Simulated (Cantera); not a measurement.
What does this Cantera script print?

```python
import numpy as np
import cantera as ct

gas_names = [...]  # 92 gases of nasa_gas.yaml made of C, H, N
cond_names = """
    C(gr) C6H6(L) C7H8(L) C8H18(L),n-octa
""".split()


# ... load() reads the species with a 1 bar reference pressure and builds the phases ...
atoms = {
    'n-butane': {'C': 4, 'H': 10},
    'H2': {'H': 2},
    'N2': {'N': 2},
}
top_T = {'C(gr)': 4500}  # K; cautious upper limits of use, not melting points


# ... equilibrate(T, P, feed) seeds the gas with the atoms and calls Mixture.equilibrate('TP', solver="vcs", rtol=1e-11, max_steps=5000) ...
results = []
feed = {'n-butane': 1, 'H2': 13, 'N2': 13}  # mol
P = 5300000  # Pa
for T in [800, 1000, 1200, 1400, 1600, 1800, 2000, 2200]:
    mix = equilibrate(T, P, feed)
    results.append((T, P, feed, dict(zip(mix.species_names, mix.species_moles))))

top = {s: max(r[3][s] / sum(r[3][g] for g in gas_names) for r in results) for s in gas_names}
cols = sorted((s for s in top if top[s] > 0.0001), key=lambda s: -top[s])[:5]
seen = [c for c in cond_names if any(r[3].get(c, 0) > 1e-12 for r in results)]
print("log10 of partial pressures in bar; condensed amounts in mol")
print(f"{'T/K':>10s}" + "".join(f"{s[:9]:>10s}" for s in cols + seen))
for T, P, feed, n in results:
    ng = sum(n[g] for g in gas_names)
    print(f"{T:10.4g}" + "".join(f"{np.log10(max(n[s] / ng * P / 1e5, 1e-99)):10.3f}" for s in cols)
          + "".join(f"{n.get(c, 0):10.4g}" for c in seen))
```

Result:

```
log10 of partial pressures in bar; condensed amounts in mol
       T/K        H2        N2       CH4       NH3       HCN     C(gr)
       800     1.262     1.406     0.905     0.072    -7.442         0
      1000     1.287     1.407     0.897    -0.602    -4.594         0
      1200     1.320     1.400     0.839    -1.039    -2.768    0.4326
      1400     1.422     1.371     0.480    -1.249    -1.908     2.322
      1600     1.459     1.357     0.131    -1.463    -1.281     3.193
      1800     1.473     1.351    -0.168    -1.650    -0.800     3.501
      2000     1.477     1.346    -0.419    -1.809    -0.420     3.509
      2200     1.476     1.341    -0.629    -1.945    -0.113     3.276
```

Equilibrium computed with Cantera from the NASA thermochemical tables; the gas is ideal and each condensed phase is pure. The ideal-gas law is rough above about 30 bar.
